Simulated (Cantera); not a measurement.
A freely propagating, adiabatic, planar premixed flame of H₂ : O₂ : N₂ = 1 : 0.532 : 1.91 (molar parts), unburnt at 598 K and 1.00 bar; multicomponent+Soret transport, grid criteria slope 0.08 and curve 0.16, no radiation.

Detailed kinetics in Cantera: the H2/O2 subset of GRI-Mech 3.0, which has no nitrogen chemistry. Burning velocities carry a grid error of a few per cent, more on coarse grids.

### Question
Predict: laminar burning velocity; thermal thickness; peak x(H₂O₂); peak x(OH); peak x(O); peak x(H).

### Answer
```
Property                     Value
------------------------  --------
laminar burning velocity  688 cm/s
thermal thickness         0.454 mm
peak x(H₂O₂)               1.62e-5
peak x(OH)                  0.0203
peak x(O)                   0.0148
peak x(H)                   0.0554
```
